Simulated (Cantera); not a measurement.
Feed: 1 mol Si₃N₄, 0.23 mol O₂, a varied amount of N₂, held at 10.0 mbar.

Equilibrium computed with Cantera from the NASA thermochemical tables; the gas is ideal and each condensed phase is pure. Candidate condensed phases: Si, SiO₂, Si₂N₂O, Si₃N₄; 16 gas species. Mutual solubility and eutectic melting of coexisting phases are not modelled. Equilibrium is a limit: real reactors are often held back by kinetics, nucleation or transport.

Task: What condenses at these points (T in K, n(N₂) in mol): (2123, 200); (1673, 240); (2023, 460); (1823, 110); (1923, 460); (1923, 410); (1723, 150)?

Result: 
| T (K) | n(N₂) in mol | condensed phases | Si condensed (%) |
|---|---|---|---|
| 2123 | 200 | gas only | 0.0 |
| 1673 | 240 | Si₂N₂O + Si₃N₄ | 86.1 |
| 2023 | 460 | gas only | 0.0 |
| 1823 | 110 | Si | 82.7 |
| 1923 | 460 | Si | 54.7 |
| 1923 | 410 | Si | 58.0 |
| 1723 | 150 | Si₃N₄ | 84.5 |
